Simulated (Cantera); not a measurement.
A Cantera script and its output.

```python
import numpy as np
import cantera as ct

gas = ct.Solution("gri30.yaml")
gas.TPX = 1600, 42000, {'C2H6': 1, 'N2': 110}
reactor = ct.IdealGasConstPressureReactor(gas, energy="off", clone=False)
net = ct.ReactorNet([reactor])
net.rtol, net.atol = 1e-08, 1e-18
show = ['C2H6', 'H', 'CH4', 'CH3', 'HCN', 'C2H', 'C2H4']
times = np.geomspace(0.0004, 3, 13)

steps = ct.SolutionArray(gas, extra=["t"])
rows = []
print(f"{'t/s':>10s}{'T/K':>9s}{'P/Pa':>11s}" + "".join(f"{s:>11s}" for s in show))
for t in times:
    while net.time < t:
        t_next = net.step()
        steps.append(gas.state, t=t_next)
    rows.append([np.interp(t, steps.t, y) for y in (steps.T, steps.P, *steps(*show).X.T)])
    print(f"{t:10.3e}{rows[-1][0]:9.1f}{rows[-1][1]:11.4g}" + "".join(f"{x:11.3e}" for x in rows[-1][2:]))
rate = np.gradient(steps.T, steps.t)
print("integrator steps:", len(steps.t))
if steps.T.max() > steps.T[0] + 200:
    print(f"time of steepest temperature rise: {steps.t[rate.argmax()]:.4e} s")
gas.TPX = 1600, 42000, {'C2H6': 1, 'N2': 110}
gas.equilibrate("TP")
print(f"equilibrium (TP): T = {gas.T:.1f} K  " + "  ".join(f"{s} {gas[s].X[0]:.3e}" for s in show))
```

Result:

```
       t/s      T/K       P/Pa       C2H6          H        CH4        CH3        HCN        C2H       C2H4
 4.000e-04   1600.0    4.2e+04  1.028e-03  1.333e-04  1.534e-03  7.669e-04  3.174e-06  1.122e-07  4.720e-03
 8.414e-04   1600.0    4.2e+04  1.287e-04  8.710e-05  1.876e-03  2.916e-04  4.112e-06  1.145e-07  3.358e-03
 1.770e-03   1600.0    4.2e+04  1.861e-05  4.169e-05  1.912e-03  1.200e-04  4.357e-06  6.489e-08  1.904e-03
 3.722e-03   1600.0    4.2e+04  4.562e-06  2.153e-05  1.908e-03  5.861e-05  4.407e-06  3.605e-08  9.980e-04
 7.830e-03   1600.0    4.2e+04  1.569e-06  1.288e-05  1.897e-03  3.383e-05  4.421e-06  2.239e-08  4.444e-04
 1.647e-02   1600.0    4.2e+04  8.485e-07  9.743e-06  1.876e-03  2.483e-05  4.428e-06  1.724e-08  1.359e-04
 3.464e-02   1600.0    4.2e+04  7.143e-07  9.246e-06  1.834e-03  2.281e-05  4.438e-06  1.644e-08  2.542e-05
 7.286e-02   1600.0    4.2e+04  6.499e-07  9.318e-06  1.752e-03  2.178e-05  4.458e-06  1.653e-08  1.370e-05
 1.533e-01   1600.0    4.2e+04  5.430e-07  9.469e-06  1.600e-03  1.993e-05  4.498e-06  1.671e-08  1.239e-05
 3.224e-01   1600.0    4.2e+04  3.886e-07  9.723e-06  1.351e-03  1.690e-05  4.572e-06  1.701e-08  1.067e-05
 6.781e-01   1600.0    4.2e+04  2.204e-07  1.008e-05  1.014e-03  1.276e-05  4.698e-06  1.744e-08  8.898e-06
 1.426e+00   1600.0    4.2e+04  9.429e-08  1.047e-05  6.604e-04  8.377e-06  4.882e-06  1.791e-08  7.707e-06
 3.000e+00   1600.0    4.2e+04  3.115e-08  1.080e-05  3.777e-04  4.826e-06  5.115e-06  1.832e-08  7.232e-06
integrator steps: 1200
equilibrium (TP): T = 1600.0 K  C2H6 2.331e-11  H 1.123e-05  CH4 9.164e-06  CH3 1.182e-07  HCN 1.588e-02  C2H 1.932e-09  C2H4 7.425e-07
```

Cantera simulation using GRI-Mech 3.0 (53 species, 325 reactions); the numbers are that mechanism's predictions, not measurements. GRI-Mech 3.0 stops at C3 and has no aromatics, soot or wall deposition, so with more carbon than oxygen in the feed, carbon stays in small species such as C2H2 where larger ones or solid carbon would form.
